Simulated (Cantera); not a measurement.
Cantera run:

```python
import numpy as np
import cantera as ct

gas_names = """
    CO2 CO O O3
""".split()
cond_names = """
    C(gr)
""".split()


# ... load() reads the species with a 1 bar reference pressure and builds the phases ...
species = {s.name: s for s in load("nasa_gas.yaml", gas_names) + load("nasa_condensed.yaml", cond_names)}
# Each term lists the table entries of one substance; the one whose range holds T is used.
reactions = {
    'CO2(g) = CO(g) + O(g)':
        [(-1, ['CO2']), (1, ['CO']), (1, ['O'])],
    '3 CO2(g) = O3(g) + 3 CO(g)':
        [(-3, ['CO2']), (1, ['O3']), (3, ['CO'])],
    'CO2(g) = 2 O(g) + C':
        [(-1, ['CO2']), (2, ['O']), (1, ['C(gr)'])],
    'O3(g) + 3 C = 3 CO(g)':
        [(-1, ['O3']), (-3, ['C(gr)']), (3, ['CO'])],
}


def pick(names, T):
    return next(species[n] for n in names if species[n].thermo.min_temp <= T <= species[n].thermo.max_temp)


results = []
for label, terms in reactions.items():
    print(label)
    print("     T/K   dH/kJ  dS/(J/K)   dG/kJ   log10 K")
    for T in [300, 875, 900, 925, 950, 975, 1000, 1025, 1050, 1075]:
        used = [(nu, pick(names, T)) for nu, names in terms]
        dH = sum(nu * s.thermo.h(T) for nu, s in used) / 1e6
        dS = sum(nu * s.thermo.s(T) for nu, s in used) / 1e3
        dG = dH - T * dS / 1e3
        logK = -dG * 1e6 / (ct.gas_constant * T * np.log(10))
        results.append((label, T, dH, dS, dG, logK, [s.name for _, s in used]))
        print(f"{T:8g} {dH:8.1f} {dS:8.1f} {dG:8.1f} {logK:8.2f}")
```

It prints:

```
CO2(g) = CO(g) + O(g)
     T/K   dH/kJ  dS/(J/K)   dG/kJ   log10 K
     300    532.2    145.0    488.7   -85.08
     875    535.3    152.0    402.3   -24.01
     900    535.3    152.0    398.5   -23.13
     925    535.3    152.0    394.7   -22.29
     950    535.3    152.0    390.9   -21.49
     975    535.3    152.0    387.1   -20.74
    1000    535.3    152.0    383.3   -20.02
    1025    535.3    152.0    379.5   -19.34
    1050    535.3    152.0    375.7   -18.69
    1075    535.3    152.0    371.9   -18.07
3 CO2(g) = O3(g) + 3 CO(g)
     T/K   dH/kJ  dS/(J/K)   dG/kJ   log10 K
     300    990.8    190.7    933.5  -162.54
     875    991.6    194.3    821.6   -49.05
     900    991.5    194.1    816.8   -47.40
     925    991.3    193.9    811.9   -45.85
     950    991.1    193.8    807.1   -44.38
     975    991.0    193.6    802.2   -42.98
    1000    990.8    193.4    797.4   -41.65
    1025    990.6    193.2    792.6   -40.39
    1050    990.4    193.0    787.7   -39.19
    1075    990.2    192.8    782.9   -38.04
CO2(g) = 2 O(g) + C
     T/K   dH/kJ  dS/(J/K)   dG/kJ   log10 K
     300    891.9    114.2    857.6  -149.32
     875    898.8    127.5    787.2   -47.00
     900    899.0    127.7    784.1   -45.50
     925    899.3    128.0    780.9   -44.09
     950    899.5    128.3    777.7   -42.76
     975    899.7    128.5    774.4   -41.49
    1000    900.0    128.7    771.2   -40.28
    1025    900.2    129.0    768.0   -39.14
    1050    900.4    129.2    764.8   -38.05
    1075    900.6    129.4    761.6   -37.00
O3(g) + 3 C = 3 CO(g)
     T/K   dH/kJ  dS/(J/K)   dG/kJ   log10 K
     300   -473.3    336.9   -574.4   100.01
     875   -476.4    335.3   -769.8    45.95
     900   -476.8    334.8   -778.2    45.16
     925   -477.3    334.3   -786.5    44.41
     950   -477.8    333.7   -794.9    43.70
     975   -478.3    333.2   -803.2    43.03
    1000   -478.9    332.7   -811.5    42.39
    1025   -479.4    332.1   -819.8    41.78
    1050   -479.9    331.6   -828.1    41.20
    1075   -480.5    331.1   -836.4    40.64
```

Cantera with NASA thermochemical tables; ideal gases at 1 bar, condensed phases pure. Condensed species are held in their standard states even where they would react or evaporate.
